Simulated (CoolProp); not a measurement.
Vapour-liquid equilibrium of ethylene (1) + 1-butene (2) at 0.303 MPa; x and y are mole fractions of (1).

Computed with CoolProp (multi-fluid Helmholtz-energy mixture model, Smukala 2000 and Lemmon 2005; pair parameters Bell 2016).

### Question
Give the bubble temperature and the first vapour's composition at x = 0.125, 0.275, 0.35. Is there an azeotrope?

### Answer
x = 0.125: 250.9 K, y = 0.836; x = 0.275: 224.8 K, y = 0.962; x = 0.35: 217.4 K, y = 0.978. No azeotrope shows between x = 0.05 and 0.95.

Pair parameters are fitted to limited data, so mixtures are less certain than the pure fluids.
